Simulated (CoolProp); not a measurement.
Values from CoolProp's reference Helmholtz-energy equation of state, Thol 2019.

Q: Give the vapour pressure (MPa), liquid density (kg/m³), liquid cp (kJ/(kg K)), vapour Z of saturated decamethylcyclopentasiloxane (D5) at 196.95, 256.35, 276.15 °C.

A: 
| T (°C) | p (MPa) | liquid density (kg/m³) | liquid cp (kJ/(kg K)) | vapour Z |
|---|---|---|---|---|
| 196.95 | 0.0721 | 761 | 1.97 | 0.928 |
| 256.35 | 0.261 | 677 | 2.10 | 0.817 |
| 276.15 | 0.373 | 642 | 2.16 | 0.761 |
